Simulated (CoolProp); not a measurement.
Normal hydrogen along the isobar 5540 kPa: density (kg/m³) from the reference equation and from simpler models built on Tc = 33.1 K, pc = 1296 kPa, ω = -0.219; each cubic takes its own stable root.

The numbers come from the reference Helmholtz-energy equation of state, Leachman 2009 in CoolProp.

| T (K) | phase | reference | van der Waals | Redlich-Kwong | Soave-Redlich-Kwong | Peng-Robinson |
|---|---|---|---|---|---|---|
| 29.1 | liquid | 68.42 | 54.93 | 73.41 | 71.77 | 80.16 |
| 49.8 | supercritical | 37.33 | 33.67 | 33.22 | 37.04 | 40.28 |
| 70.6 | supercritical | 20.55 | 20.22 | 19.48 | 20.98 | 22.29 |
| 91.3 | supercritical | 14.77 | 14.67 | 14.34 | 15.05 | 15.76 |
| 112.1 | supercritical | 11.71 | 11.65 | 11.50 | 11.89 | 12.34 |
| 132.8 | supercritical | 9.781 | 9.734 | 9.661 | 9.900 | 10.21 |
| 153.6 | supercritical | 8.420 | 8.378 | 8.348 | 8.504 | 8.730 |
| 174.3 | supercritical | 7.411 | 7.372 | 7.365 | 7.472 | 7.643 |
| 195.1 | supercritical | 6.622 | 6.586 | 6.592 | 6.667 | 6.802 |
| 215.8 | supercritical | 5.992 | 5.959 | 5.971 | 6.027 | 6.134 |
| 236.6 | supercritical | 5.473 | 5.441 | 5.458 | 5.499 | 5.587 |
| 257.3 | supercritical | 5.039 | 5.010 | 5.029 | 5.060 | 5.133 |
| 278.1 | supercritical | 4.669 | 4.642 | 4.661 | 4.686 | 4.747 |
| 298.8 | supercritical | 4.352 | 4.326 | 4.346 | 4.365 | 4.418 |
| 319.6 | supercritical | 4.075 | 4.050 | 4.070 | 4.085 | 4.130 |
